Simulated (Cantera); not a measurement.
Cantera with NASA thermochemical tables; ideal gases at 1 bar, condensed phases pure. Values are per mole of reaction as written; species without (g) are pure solids or liquids, kept so even where they would boil at 1 bar.

**Question.** Between 300 and 2448 K, where is each reaction favourable under standard conditions?
- 2 HF(g) ⇌ 2 F(g) + H2(g)
- 2 H(g) ⇌ H2(g)
- F2(g) ⇌ 2 F(g)

**Answer.** 
- 2 HF(g) ⇌ 2 F(g) + H2(g): ΔG° is 674 kJ at 300 K and 416 kJ at 2448 K; it stays positive (K < 1). ΔH° is 727 kJ and ΔS° 127 J/K at 2448 K.
- 2 H(g) ⇌ H2(g): ΔG° is -406 kJ at 300 K and -159 kJ at 2448 K; it stays negative (K > 1). ΔH° is -457 kJ and ΔS° -121 J/K at 2448 K.
- F2(g) ⇌ 2 F(g): ΔG° is 124 kJ at 300 K and -147 kJ at 2448 K; it changes sign between 300 and 1998 K. ΔH° is 170 kJ and ΔS° 130 J/K at 2448 K.
